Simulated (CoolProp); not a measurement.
A single-stage vapour-compression cycle with n-perfluorobutane: evaporating at 228.15 K (dew point), condensing at 296.15 K (bubble point), superheat 5 K, subcooling 0 K, compressor efficiency 0.9, no pressure losses. Each further row changes one setting.

Values from CoolProp's reference Helmholtz-energy equation of state, Gao 2022.

```tsv
case	cooling COP	pressure ratio	discharge temperature (K)	refrigerating effect (kJ/kg)	volumetric capacity (kJ/m³)
as stated	…	21.0	296.1	40.4	59.6
evaporating temperature 233.15 K	1.79	…	296.1	44.2	…
condensing temperature 291.15 K	1.79	…	291.1	46.1	68.0
subcooling 5 K	…	21.0	296.1	46.1	68.0
superheat 15 K	1.65	21.0	296.1	48.2	68.1
compressor efficiency 0.8	1.33	21.0	296.1	40.4	59.6
```

### Question
Fill in the missing entries.

### Answer

- as stated, cooling COP: 1.49
- evaporating temperature 233.15 K, pressure ratio: 15.6
- evaporating temperature 233.15 K, volumetric capacity (kJ/m³): 86.4
- condensing temperature 291.15 K, pressure ratio: 17.8
- subcooling 5 K, cooling COP: 1.70

The compression ends wet for: as stated; evaporating temperature 233.15 K; condensing temperature 291.15 K; subcooling 5 K; superheat 15 K; compressor efficiency 0.8.
